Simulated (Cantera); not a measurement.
Input (Python, Cantera) and output of one run.

```python
import numpy as np
import cantera as ct

gas_names = """
    B BH BH2 BH3 BO BO2 B2 B2O B2O2 B2O3 B3O3H3 H HBO HBO2 HO2 H2 H2O H2O2 H3B3O6 O OH O2 O3
""".split()
cond_names = """
    B(b) B(L) B2O3(L) B3O3H3(cr) H2O(s) H2O(L)
""".split()


# ... load() reads the species with a 1 bar reference pressure and builds the phases ...
atoms = {
    'B2H6': {'B': 2, 'H': 6},
    'H2O': {'H': 2, 'O': 1},
    'H2': {'H': 2},
}
top_T = {}  # K; cautious upper limits of use, not melting points


# ... equilibrate(T, P, feed) seeds the gas with the atoms and calls Mixture.equilibrate('TP', solver="vcs", rtol=1e-11, max_steps=5000) ...
results = []
feed = {'B2H6': 1, 'H2O': 13, 'H2': 9.4}  # mol
T = 1723.15  # K
P = 150  # Pa
mix = equilibrate(T, P, feed)
results.append((T, P, feed, dict(zip(mix.species_names, mix.species_moles))))
x = sorted(zip(gas.X, gas.species_names), reverse=True)
print(f"T = {T:g} K  P = {P:g} Pa  gas = {mix.phase_moles(0):.4g} mol")
print("   x: " + "  ".join(f"{s} {v:.3e}" for v, s in x if v > 0.001))
print("   condensed (mol): " + ("  ".join(f"{mix.phase(i).name} {mix.phase_moles(i):.4g}"
      for i in range(1, mix.n_phases) if mix.phase_moles(i) > 1e-12) or "none"))
```

Result:

```
T = 1723.15 K  P = 150 Pa  gas = 26.45 mol
   x: H2 5.803e-01  H2O 3.414e-01  HBO2 7.334e-02  H 3.592e-03
   condensed (mol): none
```

Cantera equilibrium calculation (NASA polynomials, part measured and part estimated; ideal gas, pure solids and liquids). The feed counts by its element totals alone.
